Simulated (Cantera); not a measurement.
## Thermodynamics of silicon carbide growth, feed CH3SiH3 + CH4 + H2 + HCl

Charge: 1 mol CH3SiH3, a varied amount of CH4, 19 mol H2, 0.075 mol HCl, at 2525 K and 0.133 bar.

These are equilibrium values from Cantera (NASA tables, ideal gas, pure condensed phases), not measurements of a reactor. Candidate condensed phases: C, C6H6, C7H8, C8H18, Si, SiC; 109 gas species. The feed counts by its element totals alone. The tables' values for SiCl are old estimates; treat these amounts as uncertain. Gases not in the tables: Si2H6 and higher silanes. Rates play no part.

From 0.05 mol CH4 to 0.16 mol CH4 the condensed part is SiC(s). From 0.27 mol CH4 to 1.5 mol CH4 the condensed part is C(graphite) + SiC(s). The main Si-bearing gas is Si throughout. The share of Si in condensed phases is highest at 0.27 mol CH4 (55.5 %) and lowest at 1.5 mol CH4 (50.6 %).

```
n(CH4) (mol)  log p H2  log p H  log p Si  log p C2H2 (acetylene)  log p SiC2  log p HCl  log p Si2C  log p SiH  n SiC(s)  n C(graphite)
------------  --------  -------  --------  ----------------------  ----------  ---------  ----------  ---------  --------  -------------
0.05             -0.92    -2.01     -2.77                   -2.98       -3.46      -3.40       -3.59      -3.82     0.509              0
0.088            -0.92    -2.01     -2.78                   -2.95       -3.45      -3.40       -3.60      -3.84     0.519              0
0.16             -0.92    -2.01     -2.81                   -2.91       -3.43      -3.41       -3.62      -3.86     0.535              0
0.27             -0.92    -2.01     -2.84                   -2.84       -3.39      -3.41       -3.66      -3.89     0.555        0.00689
0.48             -0.92    -2.01     -2.84                   -2.84       -3.39      -3.42       -3.66      -3.89     0.546          0.212
0.84             -0.92    -2.01     -2.84                   -2.84       -3.39      -3.43       -3.66      -3.89     0.532          0.563
1.5              -0.92    -2.01     -2.84                   -2.84       -3.39      -3.45       -3.66      -3.89     0.506           1.21
```
log p: log10 of the partial pressure in bar; n: condensed amount in mol.
